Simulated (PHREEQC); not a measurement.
Synthetic water in mg/kgw, 81 °C, pH 3.93, pe 9.3:

| constituent | mg/kgw |
|---|---|
| Na | 2120 |
| K | 175 |
| Ca | 172 |
| Mg | 424 |
| Cl | 909 |
| S(6) as SO4 | 5680 |
| Br | 5.19 |
| Zn | 79.3 |

Valence states are taken as typed.

Equilibrium calculation in PHREEQC: ion-association model, phreeqc.dat.

Each row changes one thing in this solution. This is a speciation only: nothing precipitates in the calculation.

```json
[
 {"case": "as made", "ionic strength (mol/kgw)": "0.150", "ZnBr+ (mol/kgw)": "2.41e-9", "SI of Gypsum (CaSO4:2H2O)": "-0.37"},
 {"case": "Br from 5.19 to 15.6 mg/kgw", "ionic strength (mol/kgw)": "0.150", "ZnBr+ (mol/kgw)": "7.23e-9", "SI of Gypsum (CaSO4:2H2O)": "-0.37"},
 {"case": "Br from 5.19 to 10.4 mg/kgw", "ionic strength (mol/kgw)": "0.150", "ZnBr+ (mol/kgw)": "4.82e-9", "SI of Gypsum (CaSO4:2H2O)": "-0.37"}
]
```

Species that the database lacks are ignored. Away from 25 °C the constants follow the database's enthalpies or fits; those with neither stay at their 25 °C values.
